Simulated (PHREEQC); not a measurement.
Make-up at 56 °C: 0.011 mol/kgw HBr and 0.14 mol/kgw NaCl. Closed to the air; pH follows from the charge balance.

Model: ion-association model, wateq4f.dat, run in PHREEQC.

Each row changes one thing in this solution. No solid was allowed to form.

```json
[
 {"case": "as made", "pH": "2.06", "SI of Halite (NaCl)": "-3.62"},
 {"case": "temperature from 56 to 90 °C", "pH": "2.06", "SI of Halite (NaCl)": "-3.70"},
 {"case": "HBr replaced by CsBr at the same molality", "pH": "6.54", "SI of Halite (NaCl)": "-3.62"},
 {"case": "temperature from 56 to 75 °C", "pH": "2.06", "SI of Halite (NaCl)": "-3.67"},
 {"case": "HBr from 0.011 to 0.022 mol/kgw", "pH": "1.76", "SI of Halite (NaCl)": "-3.63"},
 {"case": "temperature from 56 to 40 °C", "pH": "2.05", "SI of Halite (NaCl)": "-3.58"},
 {"case": "0.031 mol/kgw NaOH added", "pH": "11.28", "SI of Halite (NaCl)": "-3.55"},
 {"case": "0.099 mol/kgw Ba(NO3)2 added", "pH": "2.08", "SI of Halite (NaCl)": "-3.71"}
]
```

Complexes and solids missing from the database can't appear. Constants without temperature data keep their 25 °C values here.
